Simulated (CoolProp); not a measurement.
Vapour-liquid equilibrium of R143a (1) + propane (2) at 1.04 MPa; x and y are mole fractions of (1).

Model: multi-fluid Helmholtz-energy mixture model, Lemmon and Jacobsen 2000 and Lemmon 2009; pair parameters Bell 2016, in CoolProp.

Question: Give the bubble temperature and the first vapour's composition at x = 0.2, 0.575, 0.875. Is there an azeotrope?

Answer: x = 0.2: 289.7 K, y = 0.348; x = 0.575: 285.1 K, y = 0.588; x = 0.875: 287.3 K, y = 0.821. y crosses x between x = 0.575 and 0.65: the model has an azeotrope there.

The pair parameters rest on a limited set of measurements; away from them the model extrapolates.
